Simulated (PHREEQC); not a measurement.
Dissolve 4.7 mmol/kgw HNO3, 2 mmol/kgw ZnSO4 and 19 mmol/kgw KCl at 43 °C. Closed to the air; pH follows from the charge balance.

The numbers come from PHREEQC with the ion-association model, phreeqc.dat.

```yaml
pH: 2.43
ionic_strength: 0.0297 mol/kgw
specific_conductance: 6460 µS/cm
total_alkalinity: -4.70 meq/kg
```

| species | molality | activity | log γ |
|---|---|---|---|
| Cl- | 0.0189 | 0.0159 | -0.075 |
| K+ | 0.0189 | 0.0159 | -0.075 |
| NO3- | 0.00470 | 0.00393 | -0.078 |
| H+ | 0.00427 | 0.00371 | -0.060 |
| Zn+2 | 0.00174 | 0.000907 | -0.283 |
| SO4-2 | 0.00128 | 0.000668 | -0.284 |
| HSO4- | 0.000434 | 0.000367 | -0.073 |
| ZnSO4 | 0.000161 | 0.000162 | 0.003 |
| KSO4- | 0.000118 | 0.000100 | -0.069 |
| ZnCl+ | 9.73e-5 | 8.21e-5 | -0.074 |
| Zn(SO4)2-2 | 1.51e-6 | 7.71e-7 | -0.291 |
| ZnCl2 | 1.45e-6 | 1.46e-6 | 0.003 |
| ZnCl3- | 3.43e-8 | 2.89e-8 | -0.074 |
| ZnOH+ | 1.15e-9 | 9.69e-10 | -0.073 |

This is a speciation only: nothing precipitates in the calculation. Complexes and solids missing from the database can't appear. Constants without temperature data keep their 25 °C values here.
